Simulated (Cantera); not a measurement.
An isothermal, constant-pressure homogeneous reactor starts with 23.3 % NH3, 76.7 % H2, at 1650 K and 0.0267 bar.

Computed with Cantera and the gas-phase N/H chemistry of the illustrative SiF4/NH3 mechanism in the Surface Chemkin manual (1991). Walls and surfaces, which speed up NH3 decomposition in real reactors, are not modelled.

### Question
Predict: x(NH3) at 200 s; x(H2) at 200 s; x(N) at 200 s; x(NH) at 200 s; x(H) at 200 s.

### Answer
| Item | Result |
|---|---|
| x(NH3) at 200 s | 0.0280 (gas-phase equilibrium 2.86e-7) |
| x(H2) at 200 s | 0.889 (gas-phase equilibrium 0.905) |
| x(N) at 200 s | 3.66e-8 (gas-phase equilibrium 3.73e-12) |
| x(NH) at 200 s | 3.41e-7 (gas-phase equilibrium 1.61e-11) |
| x(H) at 200 s | 0.000244 (gas-phase equilibrium 0.000533) |
